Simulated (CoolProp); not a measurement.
Isobutene along the isobar 587 kPa: Z from the reference equation and from simpler models built on Tc = 418.1 K, pc = 4016 kPa, ω = 0.193; each cubic takes its own stable root.

Computed with CoolProp (reference Helmholtz-energy equation of state, Lemmon 2005). It is a short technical equation, of lower accuracy than the large ones.

| T (K) | phase | reference | Redlich-Kwong | Peng-Robinson |
|---|---|---|---|---|
| 400.5 | gas | 0.9389 | 0.9414 | 0.9347 |
| 421.9 | gas | 0.9490 | … | 0.9446 |
| 443.2 | gas | 0.9569 | 0.9569 | 0.9527 |
| 464.6 | gas | … | 0.9627 | … |
| 485.9 | gas | 0.9686 | 0.9675 | 0.9650 |
| 507.3 | gas | 0.9730 | 0.9716 | 0.9698 |
| 528.6 | gas | 0.9767 | 0.9751 | 0.9738 |
| 550 | gas | 0.9798 | 0.9781 | 0.9773 |

Problem. What belongs in the gaps?

Solution. 
- 421.9, Redlich-Kwong: 0.9499
- 464.6, reference: 0.9634
- 464.6, Peng-Robinson: 0.9594
